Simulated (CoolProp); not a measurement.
Properties of CH2F2 (R32) along the isotherm 29.75 °C (Tc = 78.1 °C, pc = 5783 kPa, ω = 0.277).

Computed with CoolProp (reference Helmholtz-energy equation of state, Tillner-Roth 1997).

```tsv
p (kPa)	phase	density (kg/m³)	speed of sound (m/s)	Joule-Thomson coefficient (K/MPa)	viscosity (µPa s)	Prandtl number
1110	gas	26.68	223.2	23.07	13.7	1.01
2220	liquid	943.0	530.3	0.2690	106	1.61
3340	liquid	950.8	547.0	0.2252	108	1.60
4450	liquid	958.1	562.1	0.1879	111	1.59
5560	liquid	964.8	576.2	0.1552	113	1.58
6670	liquid	971.2	589.5	0.1263	116	1.58
7780	liquid	977.2	602.0	0.1005	118	1.58
8900	liquid	983.0	613.9	0.07700	120	1.57
10000	liquid	988.4	625.2	0.05605	122	1.57
11100	liquid	993.5	635.9	0.03689	124	1.57
12200	liquid	998.5	646.3	0.01929	126	1.58
13300	liquid	1003	656.2	0.003049	129	1.58
14500	liquid	1008	666.7	-0.01332	131	1.58
```

Viscosity comes from a separate model (Bell 2016), an estimate that may be off by 10 % or more. Thermal conductivity comes from a separate model (Huber 2003), an estimate that may be off by 10 % or more.
